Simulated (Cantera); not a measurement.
Cu2O + H2 + N2 (hydrogen reduction and annealing atmospheres)

Feed: 1 mol Cu2O, 630 mol H2, 14 mol N2.

Method: chemical equilibrium by Gibbs-energy minimisation in Cantera with the NASA 1993 tables (ideal gas, pure condensed phases). Candidate condensed phases: Cu, CuO, Cu(OH)2, Cu2O, H2O; 27 gas species. Kinetics and transport are ignored.

Q: Map the stable condensed phases over T = 652, 752, 852, 952, 1052, 1152, 1252, 1352, 1452, 1552, 1652, 1752, 1852 °C and P in Pa = 10, 42, 180, 750, 3200, 13000, 56000, 240000, 1000000.

A: 
```
T in °C \ P in Pa
              10      42     180     750    3200   13000   56000  240000 1000000
   1852        A       A       A       A       A       A       A       A       B
   1752        A       A       A       A       A       A       A       B       B
   1652        A       A       A       A       A       A       A       B       B
   1552        A       A       A       A       A       A       B       B       B
   1452        A       A       A       A       A       B       B       B       B
   1352        A       A       A       A       B       B       B       B       B
   1252        A       A       A       B       B       B       B       B       B
   1152        A       A       B       B       B       B       B       B       B
   1052        B       B       B       B       B       B       B       B       B
    952        B       B       B       B       B       B       B       B       B
    852        B       B       B       B       B       B       B       B       B
    752        B       B       B       B       B       B       B       B       B
    652        B       B       B       B       B       B       B       B       B
```
A: gas only; B: Cu.
